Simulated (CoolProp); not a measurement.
Propane at 265 K and 0.124 MPa flows at 0.85 m/s in a round tube of 50 mm bore and 1.5 µm roughness, fully developed (64/Re and Nu = 3.66 if laminar; Colebrook and Gnielinski if turbulent). Each further row changes one setting.

Computed with CoolProp (reference Helmholtz-energy equation of state, Lemmon 2009).

```
case              Reynolds number  Darcy friction factor  pressure drop (Pa/m)  heat-transfer coefficient (W/(m² K))  mass flow (kg/h)
----------------  ---------------  ---------------------  --------------------  ------------------------------------  ----------------
as stated                   15000                 0.0279                 0.515                                  12.6              15.4
velocity 1.7 m/s            30000                 0.0236                  1.74                                  21.8              30.7
diameter 100 mm             30000                 0.0235                 0.217                                  10.9              61.4
```

Viscosity comes from a separate model (Vogel 1998). Thermal conductivity comes from a separate model (Marsh 2002).
